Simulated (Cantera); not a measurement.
A closed system holds: 1 mol Si, 2.7 mol Cl2, 0.85 mol H2, held at 100000 Pa.

Cantera equilibrium calculation (NASA polynomials, part measured and part estimated; ideal gas, pure solids and liquids). Candidate condensed phases: Si; 19 gas species. Kinetics and transport are ignored.

Question: At 352 °C, list the 3 most abundant gas species with their mole fractions, and the condensed phases.

Answer: HCl 0.549, SiCl4 0.392, H2 0.0588. Condensed: gas only.
